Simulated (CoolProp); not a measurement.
A single-stage vapour-compression cycle with CH3F (R41): evaporating at 193.15 K (dew point), condensing at 223.15 K (bubble point), superheat 8 K, subcooling 0 K, compressor efficiency 0.75, no pressure losses. Each further row changes one setting.

Model: reference Helmholtz-energy equation of state, Lemmon 2006, in CoolProp. It is a short technical equation, of lower accuracy than the large ones.

```json
[
 {"case": "as stated", "cooling COP": "4.04", "pressure ratio": "4.20", "discharge temperature (K)": "305.0", "refrigerating effect (kJ/kg)": "436", "volumetric capacity (kJ/m³)": "849"},
 {"case": "evaporating temperature 198.15 K", "cooling COP": "5.11", "pressure ratio": "3.20", "discharge temperature (K)": "289.4", "refrigerating effect (kJ/kg)": "440", "volumetric capacity (kJ/m³)": "1100"},
 {"case": "condensing temperature 218.15 K", "cooling COP": "4.97", "pressure ratio": "3.41", "discharge temperature (K)": "288.2", "refrigerating effect (kJ/kg)": "447", "volumetric capacity (kJ/m³)": "870"},
 {"case": "subcooling 5 K", "cooling COP": "4.14", "pressure ratio": "4.20", "discharge temperature (K)": "305.0", "refrigerating effect (kJ/kg)": "447", "volumetric capacity (kJ/m³)": "870"},
 {"case": "superheat 18 K", "cooling COP": "3.92", "pressure ratio": "4.20", "discharge temperature (K)": "319.8", "refrigerating effect (kJ/kg)": "448", "volumetric capacity (kJ/m³)": "825"},
 {"case": "compressor efficiency 0.65", "cooling COP": "3.50", "pressure ratio": "4.20", "discharge temperature (K)": "319.1", "refrigerating effect (kJ/kg)": "436", "volumetric capacity (kJ/m³)": "849"}
]
```
